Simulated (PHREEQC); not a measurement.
A PHREEQC speciation (ion-association model, phreeqc.dat) at 30 °C gives pH 2.68 and these molalities:

| species | mol/kgw |
|---|---|
| H+ | 0.00221 |
| SO4-2 | 0.00103 |
| HSO4- | 0.000194 |
| Mn+2 | 2.76e-5 |
| MnSO4 | 3.40e-6 |

What are the element totals, and what could have been dissolved in 1 kg of water to give them?

Several could match; the one computed here: totals Mn(2) 3.10e-5, S(6) 0.00123 mol/kgw, from 1.2 mmol/kgw H2SO4 and 0.031 mmol/kgw MnSO4.

No solid was allowed to form. Species that the database lacks are ignored.
